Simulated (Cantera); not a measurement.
An isothermal, constant-pressure homogeneous reactor starts with N₂O = 1 (molar parts), at 1425 K and 82.5 Torr. Integrator tolerance rtol = 1e-08.

Model: GRI-Mech 3.0 (53 species, 325 reactions), integrated in Cantera. GRI-Mech 3.0 was tuned for natural gas; its chemistry of N2O as a main component is partial and can be far from experiment. The temperature is held fixed by assumption; the heat of reaction is taken as removed at once.

Task: What does this change do: temperature 1425 to 1600 K?

Result: 
```json
[
 {"quantity": "x(N₂O) at 30.0 s", "before": "4.90e-6 (gas-phase equilibrium 1.86e-8)", "after": "1.04e-5 (gas-phase equilibrium 4.09e-8)"},
 {"quantity": "x(O) at 30.0 s", "before": "2.19e-6 (gas-phase equilibrium 2.43e-6)", "after": "2.18e-5 (gas-phase equilibrium 2.54e-5)"},
 {"quantity": "x(O₂) at 30.0 s", "before": "0.267 (gas-phase equilibrium 0.333)", "after": "0.242 (gas-phase equilibrium 0.332)"},
 {"quantity": "x(NO) at 30.0 s", "before": "0.131 (gas-phase equilibrium 0.000968)", "after": "0.182 (gas-phase equilibrium 0.00225)"},
 {"quantity": "x(NO₂) at 30.0 s", "before": "0.000333 (gas-phase equilibrium 2.74e-6)", "after": "0.000259 (gas-phase equilibrium 3.76e-6)"},
 {"quantity": "x(N₂) at 30.0 s", "before": "0.601 (gas-phase equilibrium 0.666)", "after": "0.576 (gas-phase equilibrium 0.666)"}
]
```

Task: What does this change do: temperature 1425 to 1325 K?

Result: 
| quantity | before | after |
|---|---|---|
| x(N₂O) at 30.0 s | 4.90e-6 (gas-phase equilibrium 1.86e-8) | 1.67e-5 (gas-phase equilibrium 1.08e-8) |
| x(O) at 30.0 s | 2.19e-6 (gas-phase equilibrium 2.43e-6) | 4.49e-7 (gas-phase equilibrium 4.82e-7) |
| x(O₂) at 30.0 s | 0.267 (gas-phase equilibrium 0.333) | 0.283 (gas-phase equilibrium 0.333) |
| x(NO) at 30.0 s | 0.131 (gas-phase equilibrium 0.000968) | 0.0993 (gas-phase equilibrium 0.000541) |
| x(NO₂) at 30.0 s | 0.000333 (gas-phase equilibrium 2.74e-6) | 0.000372 (gas-phase equilibrium 2.21e-6) |
| x(N₂) at 30.0 s | 0.601 (gas-phase equilibrium 0.666) | 0.617 (gas-phase equilibrium 0.666) |
The mechanism lacks the step 2 NO + O2 → 2 NO2, which can matter for NO2 below about 1400 K.
